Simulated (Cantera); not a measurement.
# Thermodynamics of nitride etching, feed BN + HCl

A closed system holds: 1 mol BN, a varied amount of HCl, at 1698 K and 10.0 mbar.

Cantera equilibrium calculation (NASA polynomials, part measured and part estimated; ideal gas, pure solids and liquids). Candidate condensed phases: B, BN, NH₄Cl; 21 gas species. The tables' values for BCl₂, BCl are old estimates; treat these amounts as uncertain. Gases not in the tables: BHCl₂. Rates play no part.

From 1.2 mol HCl to 11 mol HCl the condensed part is BN(s). From 16 mol HCl to 39 mol HCl nothing is condensed. The main B-bearing gas is BCl₃ throughout.

```
n(HCl) (mol)  x HCl    x H₂  x BCl₃    x N₂  n BN(s)
------------  -----  ------  ------  ------  -------
1.2           0.785   0.104  0.0659  0.0356    0.914
1.9           0.785   0.104  0.0659  0.0356    0.864
2.9           0.785   0.104  0.0659  0.0356    0.792
4.5           0.785   0.104  0.0659  0.0356    0.678
6.9           0.785   0.104  0.0659  0.0356    0.506
11            0.785   0.104  0.0659  0.0356    0.212
16            0.811  0.0918  0.0580  0.0311        0
25            0.875  0.0604  0.0380  0.0199        0
39            0.916  0.0402  0.0247  0.0128        0
```
x: gas mole fraction; n: condensed amount in mol.
